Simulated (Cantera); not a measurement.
Feed: 1 mol MgCO3, 0.17 mol CO2, equilibrated at 848.15 K and 13300 Pa.

These are equilibrium values from Cantera (NASA tables, ideal gas, pure condensed phases), not measurements of a reactor. Candidate condensed phases: C, Mg, MgCO3, MgO; 15 gas species. Rates play no part.

Base state: CO2 1.00 (mole fractions); condensed: MgO(s).

**Question.** What changes in the equilibrium state with this change: temperature from 848.15 K to 2175 K?

**Answer.** 
```
species       before    after
-----------  -------  -------
CO2             1.00    0.897
CO           6.58e-9   0.0680
O2           3.29e-9   0.0334
Mg             <1e-9  1.65e-5
O              <1e-9  0.00115
MgO(s), mol     1.00    1.000
```
